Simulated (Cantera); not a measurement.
Feed: 1 mol Al₂O₃, 0.46 mol H₂, at 0.00340 bar.

Method: chemical equilibrium by Gibbs-energy minimisation in Cantera with the NASA 1993 tables (ideal gas, pure condensed phases). Candidate condensed phases: Al, Al₂O₃, H₂O; 19 gas species. The tables' values for AlOH are old estimates; treat these amounts as uncertain. Equilibrium is a limit: real reactors are often held back by kinetics, nucleation or transport.

x: gas mole fraction; n: condensed amount in mol.

| T (°C) | x H₂ | x H | x H₂O | x Al | x Al₂O | x AlOH | n Al₂O₃(s) |
|---|---|---|---|---|---|---|---|
| 1400 | 0.998 | 0.00195 | 2.24e-5 | 1.29e-5 | ? | 5.76e-7 | 1.000 |
| 1475 | 0.996 | 0.00391 | 5.82e-5 | 3.31e-5 | ? | 1.69e-6 | 1.000 |
| 1550 | 0.992 | 0.00740 | 0.000140 | 7.81e-5 | ? | 4.54e-6 | 1.000 |
| 1625 | 0.986 | 0.0133 | 0.000313 | 0.000171 | ? | 1.12e-5 | 1.000 |
| 1700 | 0.976 | 0.0229 | 0.000657 | 0.000352 | ? | 2.55e-5 | 1.000 |
| 1775 | 0.960 | 0.0376 | 0.00130 | 0.000683 | ? | 5.45e-5 | 1.000 |
| 1850 | 0.936 | 0.0595 | 0.00243 | 0.00125 | ? | 0.000109 | 1.000 |
| 1925 | 0.902 | 0.0907 | 0.00431 | 0.00219 | ? | 0.000207 | 0.999 |

Complete the blanks.


- 1400, x Al₂O: 1.00e-6
- 1475, x Al₂O: 3.13e-6
- 1550, x Al₂O: 8.81e-6
- 1625, x Al₂O: 2.27e-5
- 1700, x Al₂O: 5.37e-5
- 1775, x Al₂O: 0.000118
- 1850, x Al₂O: 0.000243
- 1925, x Al₂O: 0.000470
